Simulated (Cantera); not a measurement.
**Gas-phase reforming**

A perfectly stirred reactor is fed with 67.0 % CH4, 26.8 % H2O, 6.17 % H2, at 12.8 atm; it is held at 1725 K, and followed from long to short residence time.

Model: GRI-Mech 3.0 (53 species, 325 reactions), integrated in Cantera. GRI-Mech 3.0 stops at C3 and has no aromatics, soot or wall deposition, so with more carbon than oxygen in the feed, carbon stays in small species such as C2H2 where larger ones or solid carbon would form. The pressure lies above the range GRI-Mech 3.0 was tuned for (to about 10 atm).

```
τ (s)   x CH4   x H2O   x H2     x CO2    x C2H6
------  -----  ------  -----  --------  --------
0.44    0.157  0.0592  0.594   0.00297  0.000294
0.29    0.160  0.0732  0.580   0.00332  0.000312
0.20    0.163  0.0867  0.568   0.00352  0.000328
0.13    0.168   0.103  0.552   0.00357  0.000347
0.086   0.172   0.119  0.537   0.00342  0.000365
0.058   0.177   0.133  0.522   0.00311  0.000383
0.038   0.185   0.148  0.505   0.00264  0.000405
0.025   0.194   0.162  0.488   0.00210  0.000431
0.017   0.207   0.172  0.470   0.00161  0.000464
0.011   0.226   0.183  0.447   0.00111  0.000517
0.0075  0.249   0.192  0.424  0.000753  0.000586
```
x: mole fraction; the columns are a selection and need not sum to one.
